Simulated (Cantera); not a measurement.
A freely propagating, adiabatic, planar premixed flame of 58.1 % H₂, 11.6 % O₂, 30.2 % N₂, unburnt at 700 K and 0.987 atm; mixture-averaged transport, grid criteria slope 0.08 and curve 0.16, no radiation.

Cantera simulation using the H2/O2 subset of GRI-Mech 3.0, which has no nitrogen chemistry; the numbers are that mechanism's predictions, not measurements. Burning velocities carry a grid error of a few per cent, more on coarse grids.

Problem. Predict: laminar burning velocity; thermal thickness; peak x(H₂O₂); peak x(HO₂); peak x(O).

Solution. 
```
Quantity                      Value
------------------------  ---------
laminar burning velocity  1360 cm/s
thermal thickness          0.474 mm
peak x(H₂O₂)                3.04e-6
peak x(HO₂)                0.000199
peak x(O)                   0.00397
```
